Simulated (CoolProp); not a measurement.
Saturated liquid density (kg/m³) of benzene: the reference equation beside estimates from Tc = 288.9 °C, pc = 49.06 bar, ω = 0.211. Rackett uses Z = 0.29056 − 0.08775 ω.

The numbers come from the reference Helmholtz-energy equation of state, Thol 2012 in CoolProp.

| T (°C) | reference | Rackett | van der Waals | Soave-Redlich-Kwong |
|---|---|---|---|---|
| 20.55 | 878.2 | 864.8 | 530.8 | 800.2 |
| 26.15 | 872.2 | 859.3 | 527.7 | 795.6 |
| 31.75 | 866.2 | 853.8 | 524.6 | 790.9 |
| 37.35 | 860.2 | 848.3 | 521.4 | 786.1 |
| 43.05 | 854.1 | 842.5 | 518.1 | 781.1 |
| 48.65 | 848.0 | 836.9 | 514.8 | 776.1 |
| 54.25 | 842.0 | 831.2 | 511.5 | 770.9 |
| 59.85 | 835.8 | 825.4 | 508.1 | 765.7 |
| 65.45 | 829.7 | 819.5 | 504.7 | 760.3 |
| 71.05 | 823.5 | 813.6 | 501.2 | 754.8 |

Absolute difference from the reference over all 10 rows, mean and median: Rackett 1.3 and 1.3 %, van der Waals 39.3 and 39.3 %, Soave-Redlich-Kwong 8.6 and 8.5 %.
